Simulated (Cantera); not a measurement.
An isothermal, constant-pressure homogeneous reactor starts with 0.942 % CO, 0.579 % O₂, 0.373 % H₂O, 98.1 % N₂, at 1100 K and 9.77 atm.

Model: GRI-Mech 3.0 (53 species, 325 reactions), integrated in Cantera.

x: mole fraction; the columns are a selection and need not sum to one.

```json
[
 {"t (s)": "6.00e-5", "x CO": "0.00942", "x O₂": "0.00579", "x H₂O": "0.00373", "x OH": "6.66e-12", "x NO": "<1e-12", "x NO₂": "<1e-12", "x H₂": "<1e-12"},
 {"t (s)": "0.000207", "x CO": "0.00942", "x O₂": "0.00579", "x H₂O": "0.00373", "x OH": "2.10e-11", "x NO": "<1e-12", "x NO₂": "<1e-12", "x H₂": "4.72e-12"},
 {"t (s)": "0.000716", "x CO": "0.00942", "x O₂": "0.00579", "x H₂O": "0.00373", "x OH": "6.55e-11", "x NO": "<1e-12", "x NO₂": "<1e-12", "x H₂": "5.15e-11"},
 {"t (s)": "0.00247", "x CO": "0.00942", "x O₂": "0.00579", "x H₂O": "0.00373", "x OH": "3.44e-10", "x NO": "<1e-12", "x NO₂": "<1e-12", "x H₂": "7.56e-10"},
 {"t (s)": "0.00853", "x CO": "0.00941", "x O₂": "0.00578", "x H₂O": "0.00373", "x OH": "1.01e-8", "x NO": "<1e-12", "x NO₂": "<1e-12", "x H₂": "5.31e-8"},
 {"t (s)": "0.0295", "x CO": "0.00902", "x O₂": "0.00559", "x H₂O": "0.00372", "x OH": "5.91e-8", "x NO": "1.43e-11", "x NO₂": "1.49e-11", "x H₂": "5.41e-6"},
 {"t (s)": "0.102", "x CO": "0.00751", "x O₂": "0.00484", "x H₂O": "0.00371", "x OH": "6.31e-8", "x NO": "2.16e-10", "x NO₂": "2.48e-10", "x H₂": "1.71e-5"},
 {"t (s)": "0.352", "x CO": "0.00413", "x O₂": "0.00316", "x H₂O": "0.00372", "x OH": "5.80e-8", "x NO": "1.82e-9", "x NO₂": "___", "x H₂": "1.81e-5"},
 {"t (s)": "1.21", "x CO": "0.000906", "x O₂": "0.00154", "x H₂O": "0.00374", "x OH": "4.22e-8", "x NO": "5.87e-9", "x NO₂": "___", "x H₂": "7.40e-6"},
 {"t (s)": "4.19", "x CO": "5.72e-5", "x O₂": "0.00111", "x H₂O": "0.00374", "x OH": "2.26e-8", "x NO": "4.78e-9", "x NO₂": "___", "x H₂": "7.11e-7"},
 {"t (s)": "14.5", "x CO": "2.83e-7", "x O₂": "0.00108", "x H₂O": "0.00375", "x OH": "2.16e-8", "x NO": "1.67e-8", "x NO₂": "___", "x H₂": "5.28e-9"},
 {"t (s)": "50.0", "x CO": "1.25e-10", "x O₂": "0.00108", "x H₂O": "0.00375", "x OH": "2.02e-8", "x NO": "2.39e-8", "x NO₂": "1.54e-10", "x H₂": "4.82e-11"}
]
```

Complete the blanks.


- 0.352, x NO₂: 2.19e-9
- 1.21, x NO₂: 9.57e-9
- 4.19, x NO₂: 1.84e-8
- 14.5, x NO₂: 7.25e-9
